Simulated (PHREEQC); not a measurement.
A solution holds 2.9 mol HCl, 0.054 mol SrCl2 and 0.78 mol NaCl per kg of water, at 25 °C. Closed to the air; pH follows from the charge balance.

The numbers come from PHREEQC with the Pitzer model, pitzer.dat.

Each row changes one thing in this solution. No solid was allowed to form.

| case | pH | SI of Halite (NaCl) |
|---|---|---|
| as made | -1.08 | -1.02 |
| SrCl2 left out | -1.06 | -1.04 |
| NaCl from 0.78 to 3.9 mol/kgw | -1.67 | +0.23 |
| diluted 2-fold with water | -0.36 | -1.90 |
| HCl from 2.9 to 3.19 mol/kgw | -1.19 | -0.93 |
| SrCl2 from 0.054 to 0.108 mol/kgw | -1.10 | -0.99 |
| diluted 100-fold with water | 1.61 | -5.26 |

Some of these states are supersaturated (in Halite, for instance). In brines, pH and single-ion activities rest on the MacInnes convention.
